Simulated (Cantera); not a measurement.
Input: 1 mol Si, 1.7 mol H₂, 0.72 mol HCl, held at 1550 K and 0.800 bar.

Cantera equilibrium calculation (NASA polynomials, part measured and part estimated; ideal gas, pure solids and liquids). Candidate condensed phases: Si; 19 gas species. The tables' values for SiCl₃ are old estimates; treat these amounts as uncertain. Rates play no part.

Base state: H₂ 0.806, HCl 0.115, SiCl₂ 0.0545, SiCl₃ 0.0114, SiCl₄ 0.00661, SiHCl₃ 0.00571, SiH₂Cl₂ 0.000804, SiH₃Cl 3.35e-5 (mole fractions); condensed: Si(s).

**Question.** What changes in the equilibrium state with this change: temperature from 1550 K to 698 K?

**Answer.** 
| species | before | after |
|---|---|---|
| H₂ | 0.806 | 0.909 |
| SiCl₄ | 0.00661 | 0.0526 |
| SiHCl₃ | 0.00571 | 0.0368 |
| HCl | 0.115 | 0.000256 |
| SiCl₂ | 0.0545 | 5.12e-8 |
| SiCl₃ | 0.0114 | 2.82e-6 |
| H | 3.16e-5 | <1e-9 |
| SiH₂Cl₂ | 0.000804 | 0.00169 |
| SiH₃Cl | 3.35e-5 | 1.66e-5 |
| Si(s), mol | 0.812 | 0.798 |
